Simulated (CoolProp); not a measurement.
A single-stage vapour-compression cycle with isobutane: evaporating at 220.15 K (dew point), condensing at 259.15 K (bubble point), superheat 2 K, subcooling 0 K, compressor efficiency 0.9, no pressure losses. Each further row changes one setting.

The numbers come from the reference Helmholtz-energy equation of state, Bücker 2006 in CoolProp.

```json
[
 {"case": "as stated", "cooling COP": "?", "pressure ratio": "6.55", "discharge temperature (K)": "274.3", "refrigerating effect (kJ/kg)": "319", "volumetric capacity (kJ/m³)": "143"},
 {"case": "evaporating temperature 225.15 K", "cooling COP": "5.30", "pressure ratio": "4.94", "discharge temperature (K)": "?", "refrigerating effect (kJ/kg)": "325", "volumetric capacity (kJ/m³)": "190"},
 {"case": "condensing temperature 254.15 K", "cooling COP": "5.19", "pressure ratio": "?", "discharge temperature (K)": "268.5", "refrigerating effect (kJ/kg)": "330", "volumetric capacity (kJ/m³)": "148"},
 {"case": "subcooling 5 K", "cooling COP": "4.58", "pressure ratio": "6.55", "discharge temperature (K)": "274.3", "refrigerating effect (kJ/kg)": "330", "volumetric capacity (kJ/m³)": "148"},
 {"case": "superheat 12 K", "cooling COP": "?", "pressure ratio": "6.55", "discharge temperature (K)": "?", "refrigerating effect (kJ/kg)": "332", "volumetric capacity (kJ/m³)": "143"},
 {"case": "compressor efficiency 0.8", "cooling COP": "?", "pressure ratio": "6.55", "discharge temperature (K)": "?", "refrigerating effect (kJ/kg)": "319", "volumetric capacity (kJ/m³)": "143"}
]
```

### Question
What belongs in the gaps?

### Answer

- as stated, cooling COP: 4.43
- evaporating temperature 225.15 K, discharge temperature (K): 271.7
- condensing temperature 254.15 K, pressure ratio: 5.34
- superheat 12 K, cooling COP: 4.42
- superheat 12 K, discharge temperature (K): 284.7
- compressor efficiency 0.8, cooling COP: 3.94
- compressor efficiency 0.8, discharge temperature (K): 280.0
